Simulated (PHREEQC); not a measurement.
Polishing slurry liquid (model solution)

A solution holds 0.17 mol/kgw KOH, at 25 °C. It is in equilibrium with CO2 at log p = -1 (atm). Otherwise closed; pH follows from the charge balance.

Computed with PHREEQC (Pitzer model, pitzer.dat).

Each row changes one thing in this solution. Precipitation was switched off in this run.

| case | pH | ionic strength (mol/kgw) | HCO3- (mol/kgw) | CO2 (mol/kgw) | CO3-2 (mol/kgw) |
|---|---|---|---|---|---|
| as made | 7.89 | 0.172 | 0.167 | 0.00334 | 0.00160 |
| KOH from 0.17 to 0.187 mol/kgw | 7.93 | 0.189 | 0.183 | 0.00334 | 0.00196 |
| temperature from 25 to 75 °C | 8.24 | 0.176 | 0.158 | (withheld) | 0.00597 |
| diluted 100-fold with water | 6.02 | 0.00170 | 0.00170 | 0.00340 | (withheld) |
| temperature from 25 to 15 °C | 7.83 | 0.171 | 0.168 | 0.00448 | (withheld) |
| KOH from 0.17 to 0.255 mol/kgw | 8.04 | 0.259 | 0.247 | 0.00331 | 0.00383 |
| diluted 5-fold with water | 7.26 | 0.0340 | 0.0339 | 0.00339 | 4.93e-5 |
| diluted 2-fold with water | 7.63 | 0.0854 | 0.0843 | (withheld) | 0.000356 |
| KOH replaced by K2CO3 at the same molality | 8.15 | 0.347 | 0.326 | 0.00329 | 0.00709 |

Question: Complete the blanks.

Answer: 
- temperature from 25 to 75 °C, CO2 (mol/kgw): 0.00131
- diluted 100-fold with water, CO3-2 (mol/kgw): 9.42e-8
- temperature from 25 to 15 °C, CO3-2 (mol/kgw): 0.00110
- diluted 2-fold with water, CO2 (mol/kgw): 0.00337

Constants without temperature data keep their 25 °C values here.
